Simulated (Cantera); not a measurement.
A perfectly stirred reactor is fed with CH4 : O2 : N2 : H2O = 1 : 4.35 : 16.3 : 1.3 (molar parts), at 1.18 atm; it is adiabatic with a 650 K inlet, and is followed from long to short residence time, starting on the burning branch (τ in s: 0.24, 0.11, 0.051, 0.024, 0.011, 0.0051, 0.0024, 0.0011, 0.00051, 0.00023, 0.00011, 5e-05, 2.3e-05).

Cantera simulation using GRI-Mech 3.0 (53 species, 325 reactions); the numbers are that mechanism's predictions, not measurements.

Predict: blow-out, bracketed by the residence times tried; x(CH4) at τ = 0.240 s; x(O2) at τ = 0.240 s; x(H2O) at τ = 0.240 s; x(C2H2) at τ = 0.240 s; x(N2O) at τ = 0.240 s; x(CH4) at τ = 2.40 ms; x(O2) at τ = 2.40 ms; x(H2O) at τ = 2.40 ms; x(C2H2) at τ = 2.40 ms; x(N2O) at τ = 2.40 ms.


```
Item                                                                            Result
------------------------------------------------  ------------------------------------
blow-out, bracketed by the residence times tried  burning at 0.510 ms, out at 0.230 ms
x(CH4) at τ = 0.240 s                                                          8.82e-6
x(O2) at τ = 0.240 s                                                             0.102
x(H2O) at τ = 0.240 s                                                            0.143
x(C2H2) at τ = 0.240 s                                                         1.58e-9
x(N2O) at τ = 0.240 s                                                          4.04e-7
x(CH4) at τ = 2.40 ms                                                         0.000187
x(O2) at τ = 2.40 ms                                                             0.104
x(H2O) at τ = 2.40 ms                                                            0.142
x(C2H2) at τ = 2.40 ms                                                         1.82e-8
x(N2O) at τ = 2.40 ms                                                          7.04e-7
```
